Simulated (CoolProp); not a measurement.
Saturated liquid density (kg/m³) of isohexane: the reference equation beside estimates from Tc = 224.6 °C, pc = 30.43 bar, ω = 0.280. Rackett uses Z = 0.29056 − 0.08775 ω.

The numbers come from the reference Helmholtz-energy equation of state, Lemmon 2006 in CoolProp. It is a short technical equation, of lower accuracy than the large ones.

```csv
T (°C),reference,Rackett,van der Waals,Redlich-Kwong,Soave-Redlich-Kwong,Peng-Robinson
39.45,635.1,646.3,382.9,561.7,582.7,658.1
53.55,621.6,632.0,374.9,547.6,569.8,644.1
67.65,607.7,617.2,366.4,532.7,555.9,629.0
81.75,593.2,[?],357.5,516.9,540.9,612.6
95.95,[?],585.6,348.0,500.0,524.6,594.6
110.05,562.0,568.7,338.0,482.0,507.0,575.1
124.15,545.0,550.7,327.2,462.7,487.8,553.6
138.25,526.7,531.5,315.7,441.8,466.7,529.7
152.35,506.7,510.7,[?],419.1,443.2,503.0
166.45,484.4,487.8,289.1,394.0,416.8,472.7
```

### Question
Complete the blanks.

### Answer

- 81.75, Rackett: 601.8
- 95.95, reference: 577.9
- 152.35, van der Waals: 303.1

Absolute difference from the reference over all 10 rows, mean and median: Rackett 1.2 and 1.3 %, van der Waals 39.9 and 39.8 %, Redlich-Kwong 14.4 and 13.9 %, Soave-Redlich-Kwong 10.1 and 9.5 %, Peng-Robinson 2.5 and 2.7 %.
